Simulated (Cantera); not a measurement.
A closed system holds: 1 mol Si3N4, 0.003 mol Si, 0.46 mol N2, held at 7.50 Torr.

These are equilibrium values from Cantera (NASA tables, ideal gas, pure condensed phases), not measurements of a reactor. Candidate condensed phases: Si, Si3N4; 7 gas species. Equilibrium is a limit: real reactors are often held back by kinetics, nucleation or transport.

Which condensed phases are stable at each of these points (T (K)): 1700, 1750, 1800, 1850, 1900, 1950, 2000, 2050, 2100, 2150?


```tsv
T (K)	condensed phases	Si condensed (%)
1700	Si3N4(s)	100.0
1750	Si3N4(s)	100.0
1800	Si3N4(s)	100.0
1850	Si(l)	99.9
1900	Si(l)	99.9
1950	Si(l)	99.8
2000	Si(l)	99.6
2050	Si(l)	99.3
2100	Si(l)	98.8
2150	Si(l)	97.9
```

From 1700 K to 1800 K the condensed part is Si3N4(s). From 1850 K to 2150 K the condensed part is Si(l).
